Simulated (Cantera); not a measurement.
Cantera run, input and output.

```python
import numpy as np
import cantera as ct

surf = ct.Interface("diamond.yaml", "diamond_100")
gas, bulk = surf.adjacent["gas"], surf.adjacent["diamond"]
k = surf.kinetics_species_index(bulk.species_names[0])
cover = ["c6HH", "c6H*", "c6*H", "c6**", "c6HM", "c6B"]

rows, drift = [], 0.0
print(f"{'T':>10s}{'um/h':>11s}" + "".join(f"{s:>11s}" for s in cover))
for v in [925, 975, 1025, 1075, 1125, 1175, 1225, 1275, 1325, 1375]:
    T, P, xH, xCH3 = v, 28000, 0.00048, 9.2e-05
    gas.TPX = T, P, {"H": xH, "CH3": xCH3, "CH4": 0.017, "H2": 1 - xH - xCH3 - 0.017}
    surf.TP = bulk.TP = T, P
    surf.coverages = "c6H*:0.1, c6HH:0.9"
    surf.advance_coverages(100.0)
    before = surf.coverages
    surf.advance_coverages(100.0)
    drift = max(drift, np.max(np.abs(surf.coverages - before) / (surf.coverages + 1e-9)))
    rate = surf.net_production_rates[k] * bulk.mean_molecular_weight / bulk.density * 3.6e9
    rows.append([rate, *surf[cover].coverages])
    print(f"{v:10.4g}{rate:11.4e}" + "".join(f"{x:11.3e}" for x in rows[-1][1:]))
```

Output:

```
         T       um/h       c6HH       c6H*       c6*H       c6**       c6HM        c6B
       925 7.5544e+00  5.715e-01  1.033e-02  2.652e-01  4.101e-03  1.169e-01  2.050e-08
       975 9.6352e+00  5.495e-01  1.398e-02  3.072e-01  6.009e-03  9.232e-02  2.615e-08
      1025 1.1152e+01  5.293e-01  1.818e-02  3.471e-01  8.289e-03  6.909e-02  3.026e-08
      1075 1.0996e+01  5.136e-01  2.292e-02  3.851e-01  1.084e-02  4.552e-02  2.984e-08
      1125 8.6558e+00  5.013e-01  2.800e-02  4.188e-01  1.344e-02  2.427e-02  2.349e-08
      1175 5.6403e+00  4.896e-01  3.300e-02  4.437e-01  1.575e-02  1.042e-02  1.531e-08
      1225 3.5590e+00  4.788e-01  3.757e-02  4.582e-01  1.751e-02  3.938e-03  9.657e-09
      1275 2.5152e+00  4.716e-01  4.166e-02  4.642e-01  1.867e-02  1.430e-03  6.825e-09
      1325 2.0133e+00  4.693e-01  4.525e-02  4.640e-01  1.928e-02  5.217e-04  5.463e-09
      1375 1.6235e+00  4.720e-01  4.835e-02  4.589e-01  1.943e-02  1.938e-04  4.406e-09
```

Detailed kinetics in Cantera: the Harris–Goodwin 1993 mechanism for the reconstructed diamond (100) surface.
